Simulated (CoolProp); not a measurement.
Properties of C2F6 (R116) along the isotherm 180.4 K (Tc = 293.0 K, pc = 3048 kPa, ω = 0.257).

The numbers come from the reference Helmholtz-energy equation of state, Lemmon 2006 in CoolProp. It is a short technical equation, of lower accuracy than the large ones.

| p (kPa) | phase | Z | isothermal compressibility (1/MPa) | conductivity (mW/(m K)) |
|---|---|---|---|---|
| 327 | liquid | 0.01803 | 0.002289 | 82.2 |
| 653 | liquid | 0.03597 | 0.002271 | 82.4 |
| 980 | liquid | 0.05395 | 0.002254 | 82.5 |
| 1310 | liquid | 0.07206 | 0.002237 | 82.7 |
| 1630 | liquid | 0.08960 | 0.002221 | 82.8 |
| 1960 | liquid | 0.1077 | 0.002205 | 83.0 |
| 2290 | liquid | 0.1257 | 0.002188 | 83.1 |
| 2610 | liquid | 0.1432 | 0.002173 | 83.2 |
| 2940 | liquid | 0.1611 | 0.002157 | 83.4 |
| 3270 | liquid | 0.1791 | 0.002142 | 83.5 |
| 3590 | liquid | 0.1965 | 0.002127 | 83.7 |
| 3920 | liquid | 0.2144 | 0.002112 | 83.8 |
| 4240 | liquid | 0.2318 | 0.002098 | 84.0 |
| 4570 | liquid | 0.2496 | 0.002083 | 84.1 |

Thermal conductivity comes from a separate model (Huber 2003), an estimate that may be off by 10 % or more.
